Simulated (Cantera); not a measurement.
A closed system holds: 1 mol Si, 3.8 mol HCl, 11 mol H2, equilibrated at 800 °C.

Equilibrium computed with Cantera from the NASA thermochemical tables; the gas is ideal and each condensed phase is pure. Candidate condensed phases: Si; 19 gas species. Kinetics and transport are ignored.

Question: Which condensed phases are stable at each of these points (P (Pa)): 10000, 31000, 98000, 310000, 960000, 3000000?

Answer: 
```
P (Pa)   condensed phases  Si condensed (%)
-------  ----------------  ----------------
10000               Si(s)               6.9
31000               Si(s)               2.9
98000            gas only               0.0
310000           gas only               0.0
960000           gas only               0.0
3000000          gas only               0.0
```

From 75.0 Torr to 233 Torr the condensed part is Si(s). From 735 Torr to 22500 Torr nothing is condensed.
